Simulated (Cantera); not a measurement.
Feed: 1 mol CaCl2, 0.32 mol H2, at 0.00133 bar.

Cantera equilibrium calculation (NASA polynomials, part measured and part estimated; ideal gas, pure solids and liquids). Candidate condensed phases: Ca, CaCl2; 9 gas species. Kinetics and transport are ignored. All values below are at 1177 °C.

Base state: CaCl2 0.568, H2 0.427, HCl 0.00201, CaCl 0.00175, H 0.000169, Ca 0.000133 (mole fractions); condensed: CaCl2(l).

What changes in the equilibrium state with this change: 0.0023 mol O2 added?


```tsv
species	before	after
CaCl2	0.568	0.568
H2	0.427	0.419
HCl	0.00201	0.0124
CaCl	0.00175	0.000280
H2O	0	4.45e-5
Ca	0.000133	3.43e-6
H	0.000169	0.000168
CaCl2(l), mol	0.574	0.567
CaO(s), mol	0	0.00457
```
Mutual solubility and eutectic melting of coexisting phases are not modelled. Condensed phases not in the tables: oxide chlorides. Further candidate phases: CaO, Ca(OH)2, H2O.
